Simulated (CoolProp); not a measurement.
Properties of nitrous oxide along the isobar 4.62 bar.

The numbers come from the reference Helmholtz-energy equation of state, Lemmon 2006 in CoolProp. It is a short technical equation, of lower accuracy than the large ones.

```tsv
T (K)	phase	cp (kJ/(kg K))	speed of sound (m/s)	isothermal compressibility (1/MPa)
273.1	gas	0.8934	(withheld)	(withheld)
278.7	gas	0.8961	255.0	2.236
284.3	gas	0.8992	257.7	2.232
289.9	gas	0.9025	260.2	2.227
295.5	gas	0.9060	262.8	2.223
301.1	gas	0.9097	265.2	2.220
306.7	gas	0.9135	267.7	2.216
312.4	gas	0.9174	270.2	2.213
318	gas	0.9214	(withheld)	2.210
323.6	gas	(withheld)	274.9	2.208
329.2	gas	(withheld)	277.3	2.205
334.8	gas	0.9335	279.6	2.203
340.4	gas	0.9376	(withheld)	2.201
346	gas	(withheld)	(withheld)	2.199
```

What belongs in the gaps?


- 273.1, speed of sound (m/s): 252.4
- 273.1, isothermal compressibility (1/MPa): 2.242
- 318, speed of sound (m/s): 272.6
- 323.6, cp (kJ/(kg K)): 0.9254
- 329.2, cp (kJ/(kg K)): 0.9294
- 340.4, speed of sound (m/s): 281.9
- 346, cp (kJ/(kg K)): 0.9417
- 346, speed of sound (m/s): 284.1
